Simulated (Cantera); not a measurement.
A closed system holds: 1 mol Cu, 0.076 mol H2O, 8.2 mol CO, at 0.133 bar.

Cantera equilibrium calculation (NASA polynomials, part measured and part estimated; ideal gas, pure solids and liquids). Candidate condensed phases: C, C6H6, C7H8, C8H18, Cu, CuO, Cu(OH)2, Cu2O, H2O; 113 gas species. Equilibrium is a limit: real reactors are often held back by kinetics, nucleation or transport.

### Question
At 800 °C, list the 4 most abundant gas species with their mole fractions, and the condensed phases.

### Answer
CO 0.973, CO2 0.0178, H2 0.00911, H2O 0.000154. Condensed: C(graphite) + Cu(s).
